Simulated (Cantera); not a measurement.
A closed system holds: 1 mol CaO, 1.9 mol NF₃, 44 mol H₂, held at 2.50 mbar.

These are equilibrium values from Cantera (NASA tables, ideal gas, pure condensed phases), not measurements of a reactor. Candidate condensed phases: Ca, CaF₂, CaO, Ca(OH)₂, H₂O; 47 gas species. The numbers say what is thermodynamically allowed, not how fast it happens.

**Question.** Which condensed phases are stable at each of these points (T (°C)): 1402, 1427, 1452, 1477, 1502, 1527, 1552, 1577, 1602?

**Answer.** 
```
T (°C)  condensed phases  Ca condensed (%)
------  ----------------  ----------------
1402              CaO(s)              28.0
1427              CaO(s)              24.1
1452              CaO(s)              20.1
1477              CaO(s)              16.1
1502              CaO(s)              12.0
1527              CaO(s)               7.8
1552              CaO(s)               3.5
1577            gas only               0.0
1602            gas only               0.0
```

From 1402 °C to 1552 °C the condensed part is CaO(s). From 1577 °C to 1602 °C nothing is condensed.
